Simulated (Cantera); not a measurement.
Input (Python, Cantera) and output of one run.

```python
import numpy as np
import cantera as ct

gas_names = [...]  # 151 gases of nasa_gas.yaml made of C, H, N, O, Si
cond_names = """
    C(gr) C6H6(L) C7H8(L) C8H18(L),n-octa H2O(s) H2O(L) Si(cr) Si(L) SiC(b) SiO2(Lqz) SiO2(hqz) SiO2(L)
    Si2N2O(s) Si3N4(a)
""".split()


# ... load() reads the species with a 1 bar reference pressure and builds the phases ...
atoms = {
    'SiH4': {'Si': 1, 'H': 4},
    'CO2': {'C': 1, 'O': 2},
    'N2': {'N': 2},
    'O3': {'O': 3},
}
top_T = {'C(gr)': 4500, 'SiC(b)': 3050, 'Si2N2O(s)': 2100, 'Si3N4(a)': 2400}  # K; cautious upper limits of use, not melting points


# ... equilibrate(T, P, feed) seeds the gas with the atoms and calls Mixture.equilibrate('TP', solver="vcs", rtol=1e-11, max_steps=5000) ...
results = []
T = 1748  # K
P = 5.3  # Pa
for m in [2.4, 3.3, 4.6, 6.5, 9.1, 13, 18, 25, 35, 49]:
    feed = {'SiH4': 1, 'CO2': 0.42, 'N2': m, 'O3': 0.11}  # mol
    mix = equilibrate(T, P, feed)
    results.append((T, P, feed, dict(zip(mix.species_names, mix.species_moles))))
    x = sorted(zip(gas.X, gas.species_names), reverse=True)
    print(f"T = {T:g} K  P = {P:g} Pa  n(N2) = {m:g} mol  gas = {mix.phase_moles(0):.4g} mol")
    print("   x: " + "  ".join(f"{s} {v:.3e}" for v, s in x if v > 1e-06))
    print("   condensed (mol): " + ("  ".join(f"{mix.phase(i).name} {mix.phase_moles(i):.4g}"
          for i in range(1, mix.n_phases) if mix.phase_moles(i) > 1e-12) or "none"))
```

It prints:

```
T = 1748 K  P = 5.3 Pa  n(N2) = 2.4 mol  gas = 5.691 mol
   x: N2 4.216e-01  H2 3.421e-01  SiO 1.476e-01  CO 5.793e-02  H 1.836e-02  Si 1.198e-02  Si2C 9.563e-05  HCN 7.763e-05  SiH 6.788e-05  SiN 2.937e-05  Si2 2.684e-05  Si2N 2.185e-05  SiH2 3.063e-06  Si3 2.869e-06  HNC 2.612e-06
   condensed (mol): SiC(b) 0.08928
T = 1748 K  P = 5.3 Pa  n(N2) = 3.3 mol  gas = 6.606 mol
   x: N2 4.995e-01  H2 2.942e-01  SiO 1.264e-01  CO 5.069e-02  H 1.702e-02  Si 1.185e-02  Si2C 9.460e-05  HCN 7.920e-05  SiH 6.227e-05  SiN 3.163e-05  Si2 2.627e-05  Si2N 2.327e-05  Si3 2.777e-06  HNC 2.665e-06  SiH2 2.605e-06
   condensed (mol): SiC(b) 0.08398
T = 1748 K  P = 5.3 Pa  n(N2) = 4.6 mol  gas = 7.925 mol
   x: N2 5.803e-01  H2 2.445e-01  SiO 1.045e-01  CO 4.316e-02  H 1.552e-02  Si 1.167e-02  Si2C 9.319e-05  HCN 7.901e-05  SiH 5.592e-05  SiN 3.358e-05  Si2 2.549e-05  Si2N 2.434e-05  HNC 2.658e-06  Si3 2.655e-06  SiH2 2.133e-06
   condensed (mol): SiC(b) 0.07653
T = 1748 K  P = 5.3 Pa  n(N2) = 6.5 mol  gas = 9.853 mol
   x: N2 6.596e-01  H2 1.960e-01  SiO 8.299e-02  CO 3.576e-02  H 1.389e-02  Si 1.143e-02  Si2C 9.126e-05  HCN 7.701e-05  SiH 4.903e-05  SiN 3.506e-05  Si2N 2.489e-05  Si2 2.445e-05  HNC 2.591e-06  Si3 2.493e-06  SiH2 1.674e-06
   condensed (mol): SiC(b) 0.066
T = 1748 K  P = 5.3 Pa  n(N2) = 9.1 mol  gas = 12.49 mol
   x: N2 7.286e-01  H2 1.539e-01  SiO 6.441e-02  CO 2.928e-02  H 1.231e-02  Si 1.113e-02  Si2C 8.884e-05  HCN 7.369e-05  SiH 4.230e-05  SiN 3.587e-05  Si2N 2.479e-05  Si2 2.317e-05  HNC 2.479e-06  Si3 2.300e-06  SiH2 1.280e-06
   condensed (mol): SiC(b) 0.05224
T = 1748 K  P = 5.3 Pa  n(N2) = 13 mol  gas = 16.44 mol
   x: N2 7.908e-01  H2 1.163e-01  SiO 4.778e-02  CO 2.340e-02  Si 1.072e-02  H 1.070e-02  Si2C 8.560e-05  HCN 6.924e-05  SiN 3.601e-05  SiH 3.542e-05  Si2N 2.397e-05  Si2 2.151e-05  HNC 2.330e-06  Si3 2.057e-06
   condensed (mol): SiC(b) 0.03279
T = 1748 K  P = 5.3 Pa  n(N2) = 18 mol  gas = 21.49 mol
   x: N2 8.374e-01  H2 8.834e-02  SiO 3.549e-02  CO 1.894e-02  Si 1.027e-02  H 9.328e-03  Si2C 8.199e-05  HCN 6.484e-05  SiN 3.549e-05  SiH 2.957e-05  Si2N 2.263e-05  Si2 1.973e-05  HNC 2.182e-06  Si3 1.808e-06
   condensed (mol): SiC(b) 0.009595
T = 1748 K  P = 5.3 Pa  n(N2) = 25 mol  gas = 28.53 mol
   x: N2 8.763e-01  H2 6.604e-02  SiO 2.639e-02  CO 1.462e-02  Si 8.457e-03  H 8.065e-03  HCN 4.903e-05  Si2C 4.754e-05  SiN 2.990e-05  SiH 2.106e-05  Si2N 1.570e-05  Si2 1.338e-05  HNC 1.650e-06  Si3 1.010e-06
   condensed (mol): none
T = 1748 K  P = 5.3 Pa  n(N2) = 35 mol  gas = 38.55 mol
   x: N2 9.079e-01  H2 4.841e-02  SiO 1.951e-02  CO 1.084e-02  H 6.905e-03  Si 6.322e-03  HCN 3.203e-05  SiN 2.275e-05  Si2C 1.992e-05  SiH 1.348e-05  Si2N 8.932e-06  Si2 7.478e-06  HNC 1.078e-06
   condensed (mol): none
T = 1748 K  P = 5.3 Pa  n(N2) = 49 mol  gas = 52.57 mol
   x: N2 9.320e-01  H2 3.509e-02  SiO 1.430e-02  CO 7.960e-03  H 5.879e-03  Si 4.666e-03  HCN 2.044e-05  SiN 1.701e-05  SiH 8.470e-06  Si2C 8.025e-06  Si2N 4.930e-06  Si2 4.074e-06
   condensed (mol): none
```

Method: chemical equilibrium by Gibbs-energy minimisation in Cantera with the NASA 1993 tables (ideal gas, pure condensed phases). The tables' values for SiN are old estimates; treat these amounts as uncertain.
